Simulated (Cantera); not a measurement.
A perfectly stirred reactor is fed with 2.13 % C₂H₆, 97.9 % N₂, at 1.10 bar; it is held at 1825 K, and followed from long to short residence time.

Cantera simulation using GRI-Mech 3.0 (53 species, 325 reactions); the numbers are that mechanism's predictions, not measurements. GRI-Mech 3.0 stops at C3 and has no aromatics, soot or wall deposition, so with more carbon than oxygen in the feed, carbon stays in small species such as C2H2 where larger ones or solid carbon would form.

One state of this run: x C₂H₆ = 2.15e-6; x CH₂ = 2.42e-7; x C₂H₂ = 0.0195; x C₂H = 4.82e-7; x C₂H₄ = 2.94e-5; x H = 9.73e-5; x CH₃ = 8.66e-5. x: mole fraction; the columns are a selection and need not sum to one.

### Question
Which value of τ (s) does it belong to?
(A) 0.25
(B) 0.016
(C) 0.0062
(D) 0.62

### Answer
A, 0.25
